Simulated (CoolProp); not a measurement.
Properties of ethanol at several states.

Model: reference Helmholtz-energy equation of state, Schroeder 2014, in CoolProp.

```json
[
 {"T (°C)": "176.25", "p (kPa)": "197", "phase": "gas", "density (kg/m³)": "2.474", "cp (kJ/(kg K))": "(withheld)", "isothermal compressibility (1/MPa)": "5.173", "fugacity coefficient": "0.9819"},
 {"T (°C)": "174.85", "p (kPa)": "68", "phase": "gas", "density (kg/m³)": "0.8464", "cp (kJ/(kg K))": "(withheld)", "isothermal compressibility (1/MPa)": "14.80", "fugacity coefficient": "0.9937"},
 {"T (°C)": "147.55", "p (kPa)": "12.6", "phase": "gas", "density (kg/m³)": "0.1662", "cp (kJ/(kg K))": "(withheld)", "isothermal compressibility (1/MPa)": "79.49", "fugacity coefficient": "0.9984"},
 {"T (°C)": "275.05", "p (kPa)": "1070", "phase": "gas", "density (kg/m³)": "(withheld)", "cp (kJ/(kg K))": "2.355", "isothermal compressibility (1/MPa)": "(withheld)", "fugacity coefficient": "(withheld)"}
]
```

### Question
Fill in the missing entries.

### Answer

- 176.25, cp (kJ/(kg K)): 1.992
- 174.85, cp (kJ/(kg K)): 1.943
- 147.55, cp (kJ/(kg K)): 1.838
- 275.05, density (kg/m³): 11.25
- 275.05, isothermal compressibility (1/MPa): 0.9733
- 275.05, fugacity coefficient: 0.9628
